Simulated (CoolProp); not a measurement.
n-perfluorohexane at 298.15 K and 0.0241 MPa is throttled through a valve to 0.00801 MPa with no heat exchange. Each further row changes one setting.

Computed with CoolProp (reference Helmholtz-energy equation of state, Gao 2022).

```json
[
 {"case": "as stated", "temperature change (K)": "-0.4", "final density (kg/m³)": "?"},
 {"case": "outlet pressure 0.0024 MPa", "temperature change (K)": "?", "final density (kg/m³)": "?"},
 {"case": "outlet pressure 0.0104 MPa", "temperature change (K)": "-0.4", "final density (kg/m³)": "?"}
]
```

Q: Complete the blanks.

A: 
- as stated, final density (kg/m³): 1.10
- outlet pressure 0.0024 MPa, temperature change (K): -0.6
- outlet pressure 0.0024 MPa, final density (kg/m³): 0.329
- outlet pressure 0.0104 MPa, final density (kg/m³): 1.43
